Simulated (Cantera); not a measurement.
A freely propagating, adiabatic, planar premixed flame of H2 : O2 : N2 = 1 : 0.385 : 1.45 (molar parts), unburnt at 450 K and 1.00 atm; mixture-averaged transport, grid criteria slope 0.08 and curve 0.16, no radiation.

Cantera simulation using the H2/O2 subset of GRI-Mech 3.0, which has no nitrogen chemistry; the numbers are that mechanism's predictions, not measurements. Burning velocities carry a grid error of a few per cent, more on coarse grids.

### Question
What does this change do: inlet temperature 450 to 373 K?

### Answer
```csv
quantity,before,after
laminar burning velocity,535 cm/s,401 cm/s
thermal thickness,0.402 mm,0.363 mm
peak x(HO2),0.000414,0.000474
peak x(H2O2),4.79e-5,8.75e-5
peak x(O),0.00841,0.00765
```

### Question
What does this change do: inlet temperature 450 to 498 K?

### Answer
```tsv
quantity	before	after
laminar burning velocity	535 cm/s	628 cm/s
thermal thickness	0.402 mm	0.420 mm
peak x(HO2)	0.000414	0.000374
peak x(H2O2)	4.79e-5	3.19e-5
peak x(O)	0.00841	0.00889
```
